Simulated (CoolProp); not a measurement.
Vapour-liquid equilibrium of nitrogen (1) + carbon monoxide (2) at 0.409 MPa; x and y are mole fractions of (1).

Computed with CoolProp (multi-fluid Helmholtz-energy mixture model, Span 2000 and Lemmon 2006; pair parameters Gernert 2013).

Give the bubble temperature and the first vapour's composition at x = 0.25, 0.55, 0.85. Is there an azeotrope?

x = 0.25: -178.4 °C, y = 0.327; x = 0.55: -180.0 °C, y = 0.634; x = 0.85: -181.2 °C, y = 0.883. No azeotrope shows between x = 0.05 and 0.95.

Pair parameters are fitted to limited data, so mixtures are less certain than the pure fluids.
